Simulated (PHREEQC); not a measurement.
Dissolve 0.35 mmol/kgw H2S and 140 mmol/kgw ZnCl2 at 40 °C. Closed to the air; pH follows from the charge balance.

All values are PHREEQC results (ion-association model, phreeqc.dat), not measurements.

Each row changes one thing in this solution. No solid was allowed to form.

| case | pH | ionic strength (mol/kgw) | H2S (mol/kgw) | HS- (mol/kgw) |
|---|---|---|---|---|
| as made | 3.57 | 0.346 | 4.30e-6 | 4.48e-9 |
| diluted 5-fold with water | 4.23 | 0.0783 | 6.84e-7 | ___ |
| H2S from 0.00035 to 3.5e-05 mol/kgw | 4.49 | 0.346 | 1.65e-7 | 1.42e-9 |
| diluted 10-fold with water | 4.51 | 0.0402 | 3.20e-7 | 2.17e-9 |
| ZnCl2 left out | 5.12 | 7.63e-6 | 0.000342 | 7.62e-6 |
| H2S from 0.00035 to 0.00175 mol/kgw | 2.88 | 0.346 | 4.70e-5 | 9.96e-9 |
| ZnCl2 replaced by BaCl2 at the same molality | 5.06 | ___ | 0.000339 | 1.13e-5 |
| H2S from 0.00035 to 0.0035 mol/kgw | 2.58 | 0.345 | 0.000131 | 1.41e-8 |

Problem. Complete the blanks.

Solution. 
- diluted 5-fold with water, HS- (mol/kgw): 2.60e-9
- ZnCl2 replaced by BaCl2 at the same molality, ionic strength (mol/kgw): 0.420

Some of these states are supersaturated (in Sphalerite (slow to form), for instance). Away from 25 °C the constants follow the database's enthalpies or fits; those with neither stay at their 25 °C values.
